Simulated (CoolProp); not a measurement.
Vapour-liquid equilibrium of benzene (1) + m-xylene (2) at 0.119 MPa; x and y are mole fractions of (1).

Model: multi-fluid Helmholtz-energy mixture model, Thol 2012 and Zhou 2012; pair parameters Bell 2016, in CoolProp.

```csv
x,"bubble temperature, mixture model (K)","bubble temperature, Raoult's law (K)","y, mixture model","y, Raoult's law"
0.05,412.2,412.1,0.185,0.194
0.125,404.2,404.0,0.391,0.406
0.2,397.4,397.1,0.537,0.554
0.275,391.5,391.2,0.645,0.661
0.35,386.4,386.0,0.726,0.741
0.425,381.9,381.5,0.789,0.802
0.5,377.8,377.4,0.838,0.849
0.575,374.2,373.8,0.877,0.886
0.65,370.8,370.5,0.909,0.916
0.725,367.8,367.5,0.936,0.941
0.8,365.0,364.8,0.958,0.961
0.875,362.4,362.3,0.976,0.978
0.95,360.0,360.0,0.991,0.992
```

The largest gap from Raoult's law is +0.4 K in bubble temperature, at x = 0.425. No azeotrope shows between x = 0.05 and 0.95.

Pair parameters are fitted to limited data, so mixtures are less certain than the pure fluids.
